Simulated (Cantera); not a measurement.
Cantera run, input and output.

```python
import numpy as np
import cantera as ct

gas = ct.Solution("h2o2.yaml")
gas.TPX = 1025, 1100, {'H2': 0.014, 'O2': 1}
reactor = ct.IdealGasConstPressureReactor(gas, energy="off", clone=False)
net = ct.ReactorNet([reactor])
net.rtol, net.atol = 1e-08, 1e-18
show = ['H2', 'O2', 'OH', 'H2O2', 'H2O', 'O']
times = np.geomspace(0.0001, 8, 9)

steps = ct.SolutionArray(gas, extra=["t"])
rows = []
print(f"{'t/s':>10s}{'T/K':>9s}{'P/Pa':>11s}" + "".join(f"{s:>11s}" for s in show))
for t in times:
    while net.time < t:
        t_next = net.step()
        steps.append(gas.state, t=t_next)
    rows.append([np.interp(t, steps.t, y) for y in (steps.T, steps.P, *steps(*show).X.T)])
    print(f"{t:10.3e}{rows[-1][0]:9.1f}{rows[-1][1]:11.4g}" + "".join(f"{x:11.3e}" for x in rows[-1][2:]))
rate = np.gradient(steps.T, steps.t)
print("integrator steps:", len(steps.t))
if steps.T.max() > steps.T[0] + 200:
    print(f"time of steepest temperature rise: {steps.t[rate.argmax()]:.4e} s")
gas.TPX = 1025, 1100, {'H2': 0.014, 'O2': 1}
gas.equilibrate("TP")
print(f"equilibrium (TP): T = {gas.T:.1f} K  " + "  ".join(f"{s} {gas[s].X[0]:.3e}" for s in show))
```

Result:

```
       t/s      T/K       P/Pa         H2         O2         OH       H2O2        H2O          O
 1.000e-04   1025.0       1100  1.381e-02  9.862e-01  5.961e-12  1.677e-16  5.374e-13  6.307e-12
 4.101e-04   1025.0       1100  1.381e-02  9.862e-01  5.517e-11  2.826e-15  2.268e-11  6.873e-11
 1.682e-03   1025.0       1100  1.381e-02  9.862e-01  5.617e-10  4.803e-14  8.321e-10  9.478e-10
 6.897e-03   1025.0       1100  1.381e-02  9.862e-01  2.282e-07  1.479e-12  5.087e-07  4.185e-07
 2.828e-02   1025.0       1100  2.012e-04  9.769e-01  6.989e-04  3.716e-08  1.267e-02  8.266e-03
 1.160e-01   1025.0       1100  3.488e-05  9.824e-01  3.297e-04  2.127e-08  1.356e-02  3.432e-03
 4.757e-01   1025.0       1100  4.940e-06  9.855e-01  1.252e-04  1.795e-08  1.382e-02  5.065e-04
 1.951e+00   1025.0       1100  3.843e-07  9.860e-01  3.631e-05  9.474e-09  1.388e-02  4.224e-05
 8.000e+00   1025.0       1100  3.226e-08  9.861e-01  1.092e-05  2.712e-09  1.390e-02  3.775e-06
integrator steps: 1574
equilibrium (TP): T = 1025.0 K  H2 2.430e-11  O2 9.861e-01  OH 3.149e-07  H2O2 5.573e-12  H2O 1.390e-02  O 3.145e-09
```

Detailed kinetics in Cantera: the H2/O2 subset of GRI-Mech 3.0, which has no nitrogen chemistry. Radical loss at walls, strong at low pressure, is not modelled.
